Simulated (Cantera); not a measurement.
**Adiabatic ignition**

An adiabatic, constant-pressure homogeneous reactor starts with CH₄ : O₂ : N₂ : H₂O = 1 : 4.88 : 18.3 : 0.8 (molar parts), equivalence ratio 0.41, at 1398 K and 1.20 bar.

Model: GRI-Mech 3.0 (53 species, 325 reactions), integrated in Cantera.

```
t (s)     T (K)   x CH₄   x O₂   x H₂O    x HO₂   x CH₂CO   x HCN
--------  -----  ------  -----  ------  -------  --------  ------
5.00e-6    1398  0.0400  0.195  0.0320  5.36e-8    <1e-12  <1e-12
2.10e-5    1398  0.0400  0.195  0.0320  2.20e-7    <1e-12  <1e-12
8.79e-5    1398  0.0400  0.195  0.0320  8.42e-7    <1e-12  <1e-12
0.000368   1398  0.0400  0.195  0.0320  2.29e-6  2.14e-11  <1e-12
0.00154    1405  0.0385  0.194  0.0332  1.65e-5   7.10e-7  <1e-12
0.00647    2206  <1e-12  0.114   0.109  4.16e-6    <1e-12  <1e-12
0.0271     2204  <1e-12  0.114   0.109  4.14e-6    <1e-12  <1e-12
0.114      2200  <1e-12  0.112   0.109  4.04e-6    <1e-12  <1e-12
0.477      2191  <1e-12  0.110   0.109  3.87e-6    <1e-12  <1e-12
2.00       2189  <1e-12  0.110   0.109  3.83e-6    <1e-12  <1e-12
```
x: mole fraction; the columns are a selection and need not sum to one.

```
Quantity                                                           Value
---------------------------------  -------------------------------------
time of steepest temperature rise                                2.22 ms
temperature at 2.00 s                                             2189 K
equilibrium temperature                                           2189 K
x(CH₄) at 2.00 s                   <1e-12 (gas-phase equilibrium <1e-12)
x(O₂) at 2.00 s                      0.110 (gas-phase equilibrium 0.110)
x(H₂O) at 2.00 s                     0.109 (gas-phase equilibrium 0.109)
```
